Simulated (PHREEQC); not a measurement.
A solution holds 0.64 mol NaCl, 0.57 mol KCl and 0.62 mol MgCl2 per kg of water, at 50 °C. It is in equilibrium with CO2 at log p = -3.4 (atm). Otherwise closed; pH follows from the charge balance.

Equilibrium calculation in PHREEQC: Pitzer model, pitzer.dat.

Question: The ionic strength comes out as 3.07 mol/kgw. What activity coefficients do H+, Mg+2, Cl-, Na+, K+ get?

Answer: H+ 1.4, Mg+2 0.39, Cl- 0.58, Na+ 0.88, K+ 0.66. Single-ion values are on the MacInnes scale.

This is a speciation only: nothing precipitates in the calculation. In brines, pH and single-ion activities rest on the MacInnes convention. Constants without temperature data keep their 25 °C values here.
